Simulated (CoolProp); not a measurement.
Computed with CoolProp (reference Helmholtz-energy equation of state, Thol 2018).

Question: For hydrogen chloride, give the phase and the speed of sound (m/s), expansivity (1/kK) at 245.1 K and 26.1 MPa; 259.7 K and 26.1 MPa; 347.3 K and 26.1 MPa.

Answer: 
- 245.1 K and 26.1 MPa: liquid; speed of sound 967, expansivity 2.29
- 259.7 K and 26.1 MPa: liquid; speed of sound 907, expansivity 2.48
- 347.3 K and 26.1 MPa: supercritical; speed of sound 547, expansivity 5.33
